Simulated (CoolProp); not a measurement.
A single-stage vapour-compression cycle with R125: evaporating at 283.15 K (dew point), condensing at 311.15 K (bubble point), superheat 2 K, subcooling 0 K, compressor efficiency 0.7, no pressure losses. Each further row changes one setting.

Values from CoolProp's reference Helmholtz-energy equation of state, Lemmon 2005.

```
case                              cooling COP  pressure ratio  discharge temperature (K)  refrigerating effect (kJ/kg)  volumetric capacity (kJ/m³)
--------------------------------  -----------  --------------  -------------------------  ----------------------------  ---------------------------
as stated                                   …            2.11                      319.0                          87.9                         4990
evaporating temperature 288.15 K         6.76            1.82                      318.0                          90.0                            …
condensing temperature 306.15 K          6.83            1.86                      313.1                          95.3                         5410
subcooling 5 K                              …            2.11                      319.0                          95.5                            …
superheat 12 K                              …            2.11                      328.4                          97.2                         5150
compressor efficiency 0.6                4.54            2.11                      321.4                          87.9                         4990
```

Q: Fill in the missing entries.

A: 
- as stated, cooling COP: 5.29
- evaporating temperature 288.15 K, volumetric capacity (kJ/m³): 5940
- subcooling 5 K, cooling COP: 5.75
- subcooling 5 K, volumetric capacity (kJ/m³): 5420
- superheat 12 K, cooling COP: 5.42
